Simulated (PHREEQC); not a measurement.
1 kg of water holding 62 mmol/kgw MgCl2 and 22 mmol/kgw CaCl2 meets 20 L of dry gas (CH4 1 by moles) at fixed total pressure, at 40 °C; fugacities by Peng-Robinson. The gases take part in no redox reaction, some water evaporates into the gas, and hydrates or a liquid gas phase aren't modelled. Nothing may precipitate in this run.

Computed with PHREEQC (ion-association model, phreeqc.dat).

```tsv
P (atm)	dissolved CH4 (mol/kgw)	φ of CH4
2	0.00222	0.996
5	0.00561	___
10	0.0111	___
20	0.0217	___
30	0.0315	0.946
40	0.0408	___
50	0.0495	___
75	0.0692	0.876
100	0.0861	0.844
150	0.114	0.792
200	0.136	___
300	0.170	___
400	0.197	0.705
```

**Question.** Complete the blanks.

**Answer.** 
- 5, φ of CH4: 0.991
- 10, φ of CH4: 0.981
- 20, φ of CH4: 0.963
- 40, φ of CH4: 0.929
- 50, φ of CH4: 0.913
- 200, φ of CH4: 0.755
- 300, φ of CH4: 0.715

At this temperature some constants are extrapolated from 25 °C, and those without enthalpy data are left unchanged.
